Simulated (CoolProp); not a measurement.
Vapour-liquid equilibrium of isobutane (1) + isobutene (2) at 305.5 K; x and y are mole fractions of (1).

Model: multi-fluid Helmholtz-energy mixture model, Bücker 2006 and Lemmon 2005; pair parameters Bell 2016, in CoolProp.

| x | bubble pressure (MPa) | y at the bubble point | dew pressure at overall composition x (MPa) | liquid density (mol/L) |
|---|---|---|---|---|
| 0.05 | 0.3827 | … | 0.3821 | 10.26 |
| 0.125 | 0.3882 | 0.143 | 0.3871 | 10.18 |
| 0.2 | 0.3934 | 0.224 | 0.3919 | 10.10 |
| 0.275 | 0.3983 | … | 0.3966 | 10.02 |
| 0.35 | 0.4029 | 0.380 | 0.4011 | 9.940 |
| 0.425 | 0.4072 | … | 0.4055 | 9.862 |
| 0.5 | 0.4112 | 0.528 | 0.4097 | 9.786 |
| 0.575 | 0.4150 | 0.601 | … | … |
| 0.65 | 0.4185 | 0.672 | 0.4174 | 9.638 |
| 0.725 | 0.4218 | 0.743 | … | 9.566 |
| 0.8 | 0.4249 | 0.813 | 0.4244 | 9.495 |
| 0.875 | 0.4278 | 0.883 | … | 9.426 |
| 0.95 | 0.4305 | 0.953 | 0.4304 | … |

**Question.** Complete the blanks.

**Answer.** 
- 0.05, y at the bubble point: 0.058
- 0.275, y at the bubble point: 0.303
- 0.425, y at the bubble point: 0.455
- 0.575, dew pressure at overall composition x (MPa): 0.4136
- 0.575, liquid density (mol/L): 9.711
- 0.725, dew pressure at overall composition x (MPa): 0.4210
- 0.875, dew pressure at overall composition x (MPa): 0.4275
- 0.95, liquid density (mol/L): 9.358

No azeotrope shows between x = 0.05 and 0.95.

Pair parameters are fitted to limited data, so mixtures are less certain than the pure fluids.
